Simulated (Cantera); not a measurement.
Input: 1 mol H₂S, 0.074 mol O₂, held at 2825 K and 33.0 bar.

These are equilibrium values from Cantera (NASA tables, ideal gas, pure condensed phases), not measurements of a reactor. Candidate condensed phases: H₂O, H₂SO₄, S; 19 gas species. The ideal-gas law is rough above about 30 bar. The numbers say what is thermodynamically allowed, not how fast it happens.

Base state: H₂ 0.426, S₂ 0.227, H₂S 0.141, H₂O 0.0894, SH 0.0808, S 0.0122, H 0.0101, SO 0.00938 (mole fractions); condensed: gas only.

Question: What changes in the equilibrium state with this change: O₂ from 0.074 to 4.1 mol?

Answer: 
| species | before | after |
|---|---|---|
| O₂ | 7.67e-7 | 0.549 |
| SO₂ | 0.00160 | 0.212 |
| H₂O | 0.0894 | 0.200 |
| H₂ | 0.426 | 0.00113 |
| S₂ | 0.227 | 7.83e-9 |
| H₂S | 0.141 | 6.92e-8 |
| SH | 0.0808 | 7.71e-7 |
| S | 0.0122 | 2.26e-6 |
| OH | 0.000612 | 0.0266 |
| H | 0.0101 | 0.000522 |
| SO₃ | 8.97e-9 | 0.00101 |
| HO₂ | 5.74e-9 | 0.000211 |
| S₂O | 0.00132 | 3.86e-8 |
| H₂O₂ | 6.03e-9 | 1.14e-5 |
| O | 9.12e-6 | 0.00772 |

Question: What changes in the equilibrium state with this change: O₂ from 0.074 to 0.019 mol?

Answer: 
```json
[
 {"species": "H₂", "before": "0.426", "after": "0.480"},
 {"species": "S₂", "before": "0.227", "after": "0.226"},
 {"species": "H₂S", "before": "0.141", "after": "0.158"},
 {"species": "H₂O", "before": "0.0894", "after": "0.0241"},
 {"species": "H", "before": "0.0101", "after": "0.0108"},
 {"species": "SH", "before": "0.0808", "after": "0.0855"},
 {"species": "S", "before": "0.0122", "after": "0.0122"},
 {"species": "SO₂", "before": "0.00160", "after": "9.13e-5"},
 {"species": "S₂O", "before": "0.00132", "after": "0.000315"},
 {"species": "SO", "before": "0.00938", "after": "0.00224"},
 {"species": "OH", "before": "0.000612", "after": "0.000155"}
]
```

Question: What changes in the equilibrium state with this change: O₂ from 0.074 to 0.57 mol?

Answer: 
| species | before | after |
|---|---|---|
| H₂O | 0.0894 | 0.361 |
| H₂ | 0.426 | 0.176 |
| S₂ | 0.227 | 0.148 |
| SO₂ | 0.00160 | 0.124 |
| SO | 0.00938 | 0.0741 |
| H₂S | 0.141 | 0.0469 |
| SH | 0.0808 | 0.0419 |
| H | 0.0101 | 0.00651 |
| S | 0.0122 | 0.00984 |
| O₂ | 7.67e-7 | 7.35e-5 |
| O | 9.12e-6 | 8.93e-5 |
| S₂O | 0.00132 | 0.00844 |
| OH | 0.000612 | 0.00385 |
